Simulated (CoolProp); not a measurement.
Saturation properties of c-C4F8 (RC318) (Tc = 115.2 °C, pc = 2.778 MPa, ω = 0.355).

Computed with CoolProp (reference Helmholtz-energy equation of state, Platzer 1990). This equation is an older, rougher fit; its heat capacities, sound speeds and derivatives of the liquid may be far off and weren't checked against measurements.

```
T (°C)  p (MPa)  liquid density (kg/m³)  enthalpy of vaporisation (kJ/kg)  vapour Z  surface tension (mN/m)  liquid viscosity (µPa s)
------  -------  ----------------------  --------------------------------  --------  ----------------------  ------------------------
-27.05  0.03866                    1688                             124.1    0.9789                    14.4                       830
-15.85  0.06606                    1650                             120.3    0.9683                    13.0                       684
-4.55    0.1074                    1610                             116.2    0.9543                    11.7                       568
6.65     0.1662                    1569                             112.0    0.9368                    10.3                       477
17.95    0.2479                    1526                             107.3    0.9151                    8.98                       402
29.15    0.3561                    1481                             102.3    0.8892                    7.71                       341
40.45    0.4981                    1433                             96.88    0.8583                    6.47                       289
51.65    0.6771                    1382                             90.90    0.8222                    5.28                       246
62.95    0.9026                    1325                             84.15    0.7794                    4.13                       208
74.15     1.177                    1261                             76.48    0.7293                    3.06                       175
```

It boils at -6.0 °C under 1 atm.

Viscosity comes from a separate model (Huber 2003), an estimate that may be off by 10 % or more. Surface tension comes from a separate correlation (Mulero 2012).
